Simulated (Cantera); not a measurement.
**Stirred combustor or abatement burner**

A perfectly stirred reactor is fed with C2H4 : O2 : N2 : H2O = 1 : 2.5 : 19.5 : 6.3 (molar parts), equivalence ratio 1.2, at 0.918 atm; it is adiabatic with a 350 K inlet, and is followed from long to short residence time, starting on the burning branch (τ in s: 0.39, 0.17, 0.072, 0.031, 0.013, 0.0057, 0.0024, 0.001, 0.00045, 0.00019, 8.2e-05, 3.5e-05, 1.5e-05).

Cantera simulation using GRI-Mech 3.0 (53 species, 325 reactions); the numbers are that mechanism's predictions, not measurements. GRI-Mech 3.0 was tuned for natural gas; its chemistry of ethylene as a main component is partial and can be far from experiment.

```json
[
 {"τ (s)": "0.39", "T (K)": "1363", "x C2H4": "0.000222", "x O2": "0.00138", "x H2O": "0.262", "x CH2": "5.32e-8", "x CH2CO": "3.44e-5", "x N2O": "3.92e-9"},
 {"τ (s)": "0.17", "T (K)": "1353", "x C2H4": "0.000317", "x O2": "0.00209", "x H2O": "0.262", "x CH2": "1.06e-7", "x CH2CO": "4.20e-5", "x N2O": "5.86e-9"},
 {"τ (s)": "0.072", "T (K)": "1335", "x C2H4": "0.000482", "x O2": "0.00337", "x H2O": "0.262", "x CH2": "1.96e-7", "x CH2CO": "5.71e-5", "x N2O": "9.47e-9"},
 {"τ (s)": "0.031", "T (K)": "1292", "x C2H4": "0.000859", "x O2": "0.00642", "x H2O": "0.262", "x CH2": "2.57e-7", "x CH2CO": "0.000107", "x N2O": "1.76e-8"},
 {"τ (s)": "0.013", "T (K)": "350", "x C2H4": "0.0341", "x O2": "0.0853", "x H2O": "0.215", "x CH2": "<1e-12", "x CH2CO": "<1e-12", "x N2O": "<1e-12"},
 {"τ (s)": "0.0057", "T (K)": "350", "x C2H4": "0.0341", "x O2": "0.0853", "x H2O": "0.215", "x CH2": "<1e-12", "x CH2CO": "<1e-12", "x N2O": "<1e-12"},
 {"τ (s)": "0.0024", "T (K)": "350", "x C2H4": "0.0341", "x O2": "0.0853", "x H2O": "0.215", "x CH2": "<1e-12", "x CH2CO": "<1e-12", "x N2O": "<1e-12"},
 {"τ (s)": "0.0010", "T (K)": "350", "x C2H4": "0.0341", "x O2": "0.0853", "x H2O": "0.215", "x CH2": "<1e-12", "x CH2CO": "<1e-12", "x N2O": "<1e-12"},
 {"τ (s)": "0.00045", "T (K)": "350", "x C2H4": "0.0341", "x O2": "0.0853", "x H2O": "0.215", "x CH2": "<1e-12", "x CH2CO": "<1e-12", "x N2O": "<1e-12"},
 {"τ (s)": "0.00019", "T (K)": "350", "x C2H4": "0.0341", "x O2": "0.0853", "x H2O": "0.215", "x CH2": "<1e-12", "x CH2CO": "<1e-12", "x N2O": "<1e-12"},
 {"τ (s)": "8.2e-5", "T (K)": "350", "x C2H4": "0.0341", "x O2": "0.0853", "x H2O": "0.215", "x CH2": "<1e-12", "x CH2CO": "<1e-12", "x N2O": "<1e-12"},
 {"τ (s)": "3.5e-5", "T (K)": "350", "x C2H4": "0.0341", "x O2": "0.0853", "x H2O": "0.215", "x CH2": "<1e-12", "x CH2CO": "<1e-12", "x N2O": "<1e-12"},
 {"τ (s)": "1.5e-5", "T (K)": "350", "x C2H4": "0.0341", "x O2": "0.0853", "x H2O": "0.215", "x CH2": "<1e-12", "x CH2CO": "<1e-12", "x N2O": "<1e-12"}
]
```
x: mole fraction; the columns are a selection and need not sum to one.
